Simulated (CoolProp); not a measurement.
Oxygen along the isobar 7170 kPa: Z from the reference equation and from simpler models built on Tc = 154.6 K, pc = 5046 kPa, ω = 0.022; each cubic takes its own stable root.

Values from CoolProp's reference Helmholtz-energy equation of state, Schmidt 1985.

| T (K) | phase | reference |
|---|---|---|
| 90.8 | liquid | 0.2635 |
| 99.3 | liquid | 0.2497 |
| 107.7 | liquid | 0.2393 |
| 116.2 | liquid | 0.2316 |
| 124.6 | liquid | 0.2269 |
| 133.1 | liquid | 0.2252 |
| 141.5 | liquid | 0.2278 |
| 149.9 | liquid | 0.2377 |
| 158.4 | supercritical | 0.2696 |
| 166.8 | supercritical | 0.4282 |
| 175.3 | supercritical | 0.5858 |
| 183.7 | supercritical | 0.6727 |
| 192.1 | supercritical | 0.7321 |
| 200.6 | supercritical | 0.7769 |
| 209 | supercritical | 0.8114 |

Q: How far does each simpler model (van der Waals, Redlich-Kwong, Soave-Redlich-Kwong, Peng-Robinson) lie from the reference over these 15 states: mean and median of the absolute difference, and the worst?

A: 
- van der Waals: mean 25.6 %, median 37.2 %, worst +43.7 % at 90.8 K and 7170 kPa
- Redlich-Kwong: mean 2.9 %, median 0.9 %, worst +13.3 % at 158.4 K and 7170 kPa
- Soave-Redlich-Kwong: mean 3.2 %, median 1.3 %, worst +13.4 % at 158.4 K and 7170 kPa
- Peng-Robinson: mean 6.0 %, median 3.8 %, worst -11.4 % at 90.8 K and 7170 kPa
